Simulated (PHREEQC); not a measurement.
PHREEQC input (Pitzer model, pitzer.dat):

```
SOLUTION 1
  temp 5
  units mol/kgw
  pH 7 charge
  C(4) 0.006
  Na 0.031
END
USE solution 1
INCREMENTAL_REACTIONS false
REACTION 1
  H2O -1
  0 9.886 18.011 24.689 30.178 34.689 38.397 41.444
  43.949 46.007 47.699 49.089 50.232 51.172 51.944 52.578
  53.1 53.528 53.88 54.17 54.408 54.603 54.764 54.896
  55.005 55.094 55.168 55.228 moles
EQUILIBRIUM_PHASES 1
  Nahcolite 0 0
  Natron 0 0
  Trona 0 0
SELECTED_OUTPUT 1
  -reset false
  -pH true
  -pe true
  -ionic_strength true
  -water true
  -activities H2O
  -totals C Na
  -molalities H+ Na+ CO3-2 OH- HCO3- CO2
  -equilibrium_phases Nahcolite Natron Trona
PRINT
  -reset false
END
```

Selected output (columns that matter, 12 of 28 rows; water left (kg) added in front):

```
water left (kg)	pH	mu	C	Na	m_Na+	m_CO3-2	m_OH-	la_H2O
1	12.934	0.036987	0.006	0.031	0.031	0.0059867	0.019013	-0.00040839
0.675514	13.092	0.054761	0.0088821	0.045891	0.045891	0.0088698	0.028139	-0.00059856
0.375043	13.327	0.098644	0.015998	0.082657	0.082657	0.015987	0.050672	-0.0010616
0.253345	13.483	0.14604	0.023683	0.12236	0.12236	0.023673	0.075007	-0.0015558
0.140655	13.718	0.26305	0.042658	0.2204	0.2204	0.042648	0.13509	-0.0027634
0.0950205	13.876	0.38938	0.063144	0.32625	0.32625	0.063136	0.19997	-0.0040583
0.052755	14.12	0.70135	0.11373	0.58762	0.58762	0.11373	0.36016	-0.0072496
0.0356398	14.291	1.0382	0.16835	0.86981	0.86981	0.16834	0.53312	-0.01072
0.0197857	14.574	1.87	0.30325	1.5668	1.5668	0.30324	0.96029	-0.019596
0.013372	14.793	2.767	0.4487	2.3183	2.3183	0.44869	1.4209	-0.029964
0.00742674	15.216	4.982	0.80789	4.1741	4.1741	0.80789	2.5583	-0.06096
0.00501259	15.618	7.3814	1.197	6.1844	6.1844	1.197	3.7905	-0.10615
```

Away from 25 °C the constants follow the database's enthalpies or fits; those with neither stay at their 25 °C values.
